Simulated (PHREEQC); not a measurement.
Consider water at 25 °C with 0.25 mmol/kgw Pb(NO3)2, 0.011 mmol/kgw CaCl2, 0.0013 mmol/kgw NaF and 0.012 mmol/kgw NaCl. Closed to the air; pH follows from the charge balance.

Model: ion-association model, wateq4f.dat, run in PHREEQC.

- pH: 5.68
- ionic strength: 0.000790 mol/kgw

```csv
species,molality,activity,log γ
NO3-,0.000498,0.000483,-0.014
Pb+2,0.000246,0.000217,-0.055
Cl-,3.37e-5,3.27e-5,-0.014
Na+,1.33e-5,1.29e-5,-0.014
Ca+2,1.10e-5,9.70e-6,-0.055
H+,2.13e-6,2.06e-6,-0.013
PbOH+,2.11e-6,2.05e-6,-0.014
PbNO3+,1.60e-6,1.55e-6,-0.014
F-,1.29e-6,1.25e-6,-0.014
PbCl+,2.91e-7,2.82e-7,-0.014
Pb2OH+3,1.32e-8,9.92e-9,-0.124
OH-,5.01e-9,4.85e-9,-0.014
```

This is a speciation only: nothing precipitates in the calculation. Complexes and solids missing from the database can't appear.
